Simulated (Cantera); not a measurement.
An adiabatic, constant-pressure homogeneous reactor starts with 6.66 % CH4, 0.626 % H2, 19.4 % O2, 73.3 % N2, equivalence ratio 0.70, at 1275 K and 2.00 bar.

Model: GRI-Mech 3.0 (53 species, 325 reactions), integrated in Cantera.

Question: Predict: time of steepest temperature rise; temperature at 3.00 s; equilibrium temperature; x(H2) at 3.00 s; x(O2) at 3.00 s; x(O) at 3.00 s.

Answer: 
- time of steepest temperature rise: 3.54 ms
- temperature at 3.00 s: 2514 K
- equilibrium temperature: 2514 K
- x(H2) at 3.00 s: 0.00255 (gas-phase equilibrium 0.00255)
- x(O2) at 3.00 s: 0.0533 (gas-phase equilibrium 0.0533)
- x(O) at 3.00 s: 0.00254 (gas-phase equilibrium 0.00254)
